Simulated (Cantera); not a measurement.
What does this Cantera script print?

```python
import numpy as np
import cantera as ct

gas = ct.Solution("gri30.yaml")
gas.TPX = 1675, 1000000, {'CH4': 1, 'H2O': 1}
reactor = ct.IdealGasConstPressureReactor(gas, energy="off", clone=False)
net = ct.ReactorNet([reactor])
net.rtol, net.atol = 1e-08, 1e-18
show = ['CH4', 'H2O', 'OH', 'H', 'H2', 'CH2CO']
times = np.geomspace(0.0003, 10, 12)

steps = ct.SolutionArray(gas, extra=["t"])
rows = []
print(f"{'t/s':>10s}{'T/K':>9s}{'P/Pa':>11s}" + "".join(f"{s:>11s}" for s in show))
for t in times:
    while net.time < t:
        t_next = net.step()
        steps.append(gas.state, t=t_next)
    rows.append([np.interp(t, steps.t, y) for y in (steps.T, steps.P, *steps(*show).X.T)])
    print(f"{t:10.3e}{rows[-1][0]:9.1f}{rows[-1][1]:11.4g}" + "".join(f"{x:11.3e}" for x in rows[-1][2:]))
rate = np.gradient(steps.T, steps.t)
print("integrator steps:", len(steps.t))
if steps.T.max() > steps.T[0] + 200:
    print(f"time of steepest temperature rise: {steps.t[rate.argmax()]:.4e} s")
gas.TPX = 1675, 1000000, {'CH4': 1, 'H2O': 1}
gas.equilibrate("TP")
print(f"equilibrium (TP): T = {gas.T:.1f} K  " + "  ".join(f"{s} {gas[s].X[0]:.3e}" for s in show))
```

Result:

```
       t/s      T/K       P/Pa        CH4        H2O         OH          H         H2      CH2CO
 3.000e-04   1675.0      1e+06  4.557e-01  4.909e-01  1.685e-06  3.316e-06  3.519e-02  1.934e-06
 7.732e-04   1675.0      1e+06  3.954e-01  4.708e-01  1.469e-06  6.766e-06  9.505e-02  1.554e-05
 1.993e-03   1675.0      1e+06  3.055e-01  4.376e-01  1.250e-06  1.150e-05  1.886e-01  3.581e-05
 5.136e-03   1675.0      1e+06  2.076e-01  4.007e-01  1.107e-06  1.674e-05  2.894e-01  4.679e-05
 1.324e-02   1675.0      1e+06  1.387e-01  3.655e-01  1.034e-06  2.162e-05  3.669e-01  4.857e-05
 3.412e-02   1675.0      1e+06  1.230e-01  3.275e-01  9.171e-07  2.377e-05  4.083e-01  3.924e-05
 8.793e-02   1675.0      1e+06  1.226e-01  2.718e-01  7.215e-07  2.493e-05  4.525e-01  2.437e-05
 2.266e-01   1675.0      1e+06  1.148e-01  2.028e-01  5.055e-07  2.644e-05  5.119e-01  1.193e-05
 5.841e-01   1675.0      1e+06  9.632e-02  1.373e-01  3.227e-07  2.802e-05  5.758e-01  5.116e-06
 1.505e+00   1675.0      1e+06  7.160e-02  8.622e-02  1.934e-07  2.938e-05  6.327e-01  2.302e-06
 3.880e+00   1675.0      1e+06  4.752e-02  5.092e-02  1.105e-07  3.041e-05  6.770e-01  1.179e-06
 1.000e+01   1675.0      1e+06  2.844e-02  2.831e-02  6.009e-08  3.110e-05  7.080e-01  6.412e-07
integrator steps: 1795
equilibrium (TP): T = 1675.0 K  CH4 2.717e-03  H2O 2.490e-03  OH 5.152e-09  H 3.194e-05  H2 7.461e-01  CH2CO 5.971e-08
```

Model: GRI-Mech 3.0 (53 species, 325 reactions), integrated in Cantera.
